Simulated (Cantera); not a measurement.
Charge: 1 mol borazine, 13 mol H2O, 170 mol N2, equilibrated at 2400 K and 1.00 bar.

Equilibrium computed with Cantera from the NASA thermochemical tables; the gas is ideal and each condensed phase is pure. Candidate condensed phases: B, BN, B2O3, B3O3H3, H2O; 39 gas species. The feed counts by its element totals alone. Rates play no part.

Base state: N2 0.905, H2 0.0383, H2O 0.0375, HBO2 0.0134, H 0.00311, B2O3 0.000856, OH 0.000560, HBO 0.000242 (mole fractions); condensed: gas only.

Task: What changes in the equilibrium state with this change: H2O from 13 to 3.3 mol?

Result: 
| species | before | after |
|---|---|---|
| N2 | 0.905 | 0.953 |
| H2 | 0.0383 | 0.0305 |
| HBO | 0.000242 | 0.00550 |
| H2O | 0.0375 | 5.57e-5 |
| HBO2 | 0.0134 | 0.000570 |
| O2 | 1.23e-5 | <1e-9 |
| B2O2 | 2.54e-6 | 0.00165 |
| OH | 0.000560 | 9.33e-7 |
| O | 3.05e-5 | 5.69e-8 |

Task: What changes in the equilibrium state with this change: pressure from 1.00 bar to 13.3 mbar?

Result: 
```
species    before     after
-------  --------  --------
N2          0.905     0.889
H2         0.0383    0.0332
H2O        0.0375    0.0298
H         0.00311    0.0251
HBO2       0.0134    0.0106
O         3.05e-5   0.00210
O2        1.23e-5  0.000780
BO       0.000205   0.00164
NO       0.000157   0.00124
```
